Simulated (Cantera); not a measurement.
What does this Cantera script print?

```python
import numpy as np
import cantera as ct

gas_names = """
    H HO2 H2 H2O H2O2 O OH O2 O3 Si SiH SiH2 SiH3 SiH4 SiO SiO2 Si2 Si3
""".split()
cond_names = """
    H2O(s) H2O(L) Si(cr) Si(L) SiO2(Lqz) SiO2(hqz) SiO2(L)
""".split()


# ... load() reads the species with a 1 bar reference pressure and builds the phases ...
atoms = {
    'Si': {'Si': 1},
    'O2': {'O': 2},
    'H2': {'H': 2},
}
top_T = {}  # K; cautious upper limits of use, not melting points


# ... equilibrate(T, P, feed) seeds the gas with the atoms and calls Mixture.equilibrate('TP', solver="vcs", rtol=1e-11, max_steps=5000) ...
results = []
feed = {'Si': 1, 'O2': 0.0036, 'H2': 13}  # mol
P = 9.7  # Pa
for T in [1298, 1398, 1498, 1598, 1698, 1798, 1898, 1998]:
    mix = equilibrate(T, P, feed)
    results.append((T, P, feed, dict(zip(mix.species_names, mix.species_moles))))
    x = sorted(zip(gas.X, gas.species_names), reverse=True)
    print(f"T = {T:g} K  P = {P:g} Pa  gas = {mix.phase_moles(0):.4g} mol")
    print("   x: " + "  ".join(f"{s} {v:.3e}" for v, s in x if v > 1e-06))
    print("   condensed (mol): " + ("  ".join(f"{mix.phase(i).name} {mix.phase_moles(i):.4g}"
          for i in range(1, mix.n_phases) if mix.phase_moles(i) > 1e-12) or "none"))
```

Output:

```
T = 1298 K  P = 9.7 Pa  gas = 13.01 mol
   x: H2 9.993e-01  SiO 5.535e-04  H 1.088e-04
   condensed (mol): Si(cr) 0.9928
T = 1398 K  P = 9.7 Pa  gas = 13.01 mol
   x: H2 9.990e-01  SiO 5.534e-04  H 4.802e-04  Si 8.034e-06
   condensed (mol): Si(cr) 0.9927
T = 1498 K  P = 9.7 Pa  gas = 13.02 mol
   x: H2 9.976e-01  H 1.743e-03  SiO 5.530e-04  Si 1.035e-04  SiH 3.293e-06  SiH2 1.456e-06
   condensed (mol): Si(cr) 0.9914
T = 1598 K  P = 9.7 Pa  gas = 13.06 mol
   x: H2 9.931e-01  H 5.386e-03  Si 9.641e-04  SiO 5.515e-04  SiH 2.077e-05  SiH2 4.860e-06  Si2 2.373e-06
   condensed (mol): Si(cr) 0.9798
T = 1698 K  P = 9.7 Pa  gas = 13.19 mol
   x: H2 9.780e-01  H 1.452e-02  Si 6.770e-03  SiO 5.457e-04  SiH 1.027e-04  Si2 2.948e-05  SiH2 1.366e-05  Si3 7.435e-06
   condensed (mol): Si(L) 0.9009
T = 1798 K  P = 9.7 Pa  gas = 13.68 mol
   x: H2 9.325e-01  H 3.452e-02  Si 3.180e-02  SiO 5.262e-04  SiH 3.470e-04  Si2 1.910e-04  Si3 4.550e-05  SiH2 2.752e-05
   condensed (mol): Si(L) 0.5454
T = 1898 K  P = 9.7 Pa  gas = 14.52 mol
   x: H2 8.580e-01  H 7.351e-02  Si 6.712e-02  SiH 5.343e-04  SiO 4.957e-04  Si2 2.843e-04  Si3 3.403e-05  SiH2 2.618e-05
   condensed (mol): none
T = 1998 K  P = 9.7 Pa  gas = 15.09 mol
   x: H2 7.891e-01  H 1.447e-01  Si 6.520e-02  SiO 4.772e-04  SiH 3.888e-04  Si2 1.000e-04  SiH2 1.232e-05  Si3 3.192e-06
   condensed (mol): none
```

Method: chemical equilibrium by Gibbs-energy minimisation in Cantera with the NASA 1993 tables (ideal gas, pure condensed phases). Gases not in the tables: Si2H6 and higher silanes.
